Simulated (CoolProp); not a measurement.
Vapour pressure (kPa) of C2F6 (R116): the reference equation beside estimates from Tc = 293.0 K, pc = 3048 kPa, ω = 0.257.

Computed with CoolProp (reference Helmholtz-energy equation of state, Lemmon 2006). It is a short technical equation, of lower accuracy than the large ones.

```
T (K)  reference  Lee-Kesler  van der Waals  Soave-Redlich-Kwong
-----  ---------  ----------  -------------  -------------------
205.4      171.1       171.1          615.2                    …
214.3      256.5       257.3          761.0                257.2
223.3      372.4       374.3          929.5                374.8
232.2      522.0       524.9           1118                527.0
241.2      714.9       718.5           1331                723.6
250.1      953.2       957.2           1566                967.0
259.1       1250        1254           1827                 1269
268.1          …        1614           2115                 1636
277            …        2044           2424                 2068
286         2561        2567           2764                 2584
```

**Question.** Some entries are withheld; supply them.

**Answer.** 
- 205.4, Soave-Redlich-Kwong: 171.0
- 268.1, reference: 1610
- 277, reference: 2039

Absolute difference from the reference over all 10 rows, mean and median: Lee-Kesler 0.3 and 0.3 %, van der Waals 97.5 and 75.2 %, Soave-Redlich-Kwong 1.0 and 1.1 %.
